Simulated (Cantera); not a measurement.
Input: 1 mol Al(CH₃)₃, 5.2 mol N₂, held at 1902 °C and 11000 Pa.

Equilibrium computed with Cantera from the NASA thermochemical tables; the gas is ideal and each condensed phase is pure. Candidate condensed phases: Al, AlN, C, C₆H₆, C₇H₈, C₈H₁₈; 97 gas species. The feed counts by its element totals alone. Equilibrium is a limit: real reactors are often held back by kinetics, nucleation or transport.

Base state: N₂ 0.497, H₂ 0.460, Al 0.0168, HCN 0.0133, H 0.00999, C₂H₂ (acetylene) 0.00103, HNC 0.00101, AlH 0.000743 (mole fractions); condensed: AlN(s) + C(graphite).

Task: What changes in the equilibrium state with this change: pressure from 11000 Pa to 17.0 Pa?

Result: 
```csv
species,before,after
N₂,0.497,0.433
H₂,0.460,0.275
H,0.00999,0.196
Al,0.0168,0.0842
HCN,0.0133,0.00958
CN,9.78e-6,0.000232
C₂H,7.20e-7,1.42e-5
AlH,0.000743,0.000113
"AlN(s), mol",0.833,0
"C(graphite), mol",2.84,2.86
```

Task: What changes in the equilibrium state with this change: pressure from 11000 Pa to 1000 Pa?

Result: 
```tsv
species	before	after
N₂	0.497	0.472
H₂	0.460	0.391
Al	0.0168	0.0909
H	0.00999	0.0305
HCN	0.0133	0.0119
CN	9.78e-6	3.16e-5
Al₂	4.09e-6	1.09e-5
AlH	0.000743	0.00112
AlN(s), mol	0.833	0
C(graphite), mol	2.84	2.84
```

Task: What changes in the equilibrium state with this change: temperature from 1902 °C to 1402 °C?

Result: 
```csv
species,before,after
N₂,0.497,0.510
H₂,0.460,0.488
HCN,0.0133,0.00159
Al,0.0168,4.89e-7
AlH,0.000743,7.42e-8
H,0.00999,0.000245
C₂H₂ (acetylene),0.00103,2.83e-5
"AlN(s), mol",0.833,1.000
"C(graphite), mol",2.84,2.98
```
